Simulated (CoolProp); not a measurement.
A Linde-Hampson liquefier for methane: isothermal reversible compression at 280 K from 1 atm to 25 MPa, throttling to 1 atm, return gas leaving the recuperator 5 K below the feed. Each further row changes one setting.

Values from CoolProp's reference Helmholtz-energy equation of state, Setzmann 1991.

```tsv
case	liquid yield per pass	compression work (kJ/kg of gas)
as stated	(withheld)	740
high pressure 50 MPa	(withheld)	839
warm-end temperature 310 K	(withheld)	(withheld)
warm-end gap 10 K	(withheld)	740
```

Task: Some entries are withheld; supply them.

Result: 
- as stated, liquid yield per pass: 0.254
- high pressure 50 MPa, liquid yield per pass: 0.277
- warm-end temperature 310 K, liquid yield per pass: 0.192
- warm-end temperature 310 K, compression work (kJ/kg of gas): 842
- warm-end gap 10 K, liquid yield per pass: 0.245
